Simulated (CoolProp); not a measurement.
n-undecane along the isotherm 620 K: fugacity coefficient from the reference equation and from simpler models built on Tc = 638.8 K, pc = 1990 kPa, ω = 0.539; each cubic takes its own stable root.

Values from CoolProp's reference Helmholtz-energy equation of state, Aleksandrov 2011. It is a short technical equation, of lower accuracy than the large ones.

| p (kPa) | phase | reference | van der Waals | Redlich-Kwong | Soave-Redlich-Kwong | Peng-Robinson |
|---|---|---|---|---|---|---|
| 15.7 | gas | 0.9966 | 0.9975 | 0.9971 | 0.9970 | 0.9967 |
| 25.4 | gas | 0.9945 | 0.9959 | 0.9953 | 0.9951 | 0.9946 |
| 41.1 | gas | 0.9911 | 0.9934 | 0.9923 | 0.9921 | 0.9913 |
| 66.4 | gas | 0.9856 | 0.9894 | 0.9876 | 0.9873 | 0.9860 |
| 107 | gas | 0.9768 | 0.9829 | 0.9801 | 0.9795 | 0.9775 |
| 173 | gas | 0.9626 | 0.9723 | 0.9679 | 0.9670 | 0.9637 |
| 280 | gas | 0.9397 | 0.9553 | 0.9482 | 0.9467 | ___ |
| 452 | gas | 0.9033 | 0.9279 | 0.9168 | 0.9144 | 0.9063 |
| 730 | gas | 0.8454 | 0.8836 | 0.8666 | 0.8627 | 0.8505 |
| 1180 | gas | 0.7526 | 0.8114 | 0.7857 | 0.7792 | 0.7618 |
| 1910 | liquid | 0.5592 | 0.6697 | 0.6244 | 0.5980 | ___ |
| 3080 | liquid | 0.3772 | 0.4783 | 0.4333 | 0.4128 | ___ |
| 4980 | liquid | 0.2654 | 0.3626 | 0.3148 | 0.2988 | 0.2806 |

Question: Complete the blanks.

Answer: 
- 280, Peng-Robinson: 0.9415
- 1910, Peng-Robinson: 0.5775
- 3080, Peng-Robinson: 0.3942
